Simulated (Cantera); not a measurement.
An adiabatic, constant-pressure homogeneous reactor starts with CO : H2 : CH4 : O2 : N2 = 1 : 0.036 : 0.053 : 0.63 : 2.37 (molar parts), equivalence ratio 0.99, at 1300 K and 760 Torr. Integrator tolerance rtol = 1e-08.

Detailed kinetics in Cantera: GRI-Mech 3.0 (53 species, 325 reactions).

Q: What does this change do: pressure from 760 Torr to 285 Torr?

A: 
| quantity | before | after |
|---|---|---|
| time of steepest temperature rise | 0.157 ms | 0.361 ms |
| temperature at 0.200 s | 2692 K | 2622 K |
| equilibrium temperature | 2692 K | 2622 K |
| x(CO) at 0.200 s | 0.0915 (gas-phase equilibrium 0.0915) | 0.0986 (gas-phase equilibrium 0.0986) |
| x(H2) at 0.200 s | 0.00216 (gas-phase equilibrium 0.00216) | 0.00242 (gas-phase equilibrium 0.00242) |
| x(CH4) at 0.200 s | <1e-12 (gas-phase equilibrium <1e-12) | <1e-12 (gas-phase equilibrium <1e-12) |
| x(HCN) at 0.200 s | 5.13e-10 (gas-phase equilibrium 5.13e-10) | 2.54e-10 (gas-phase equilibrium 2.54e-10) |
| x(CH3) at 0.200 s | <1e-12 (gas-phase equilibrium <1e-12) | <1e-12 (gas-phase equilibrium <1e-12) |
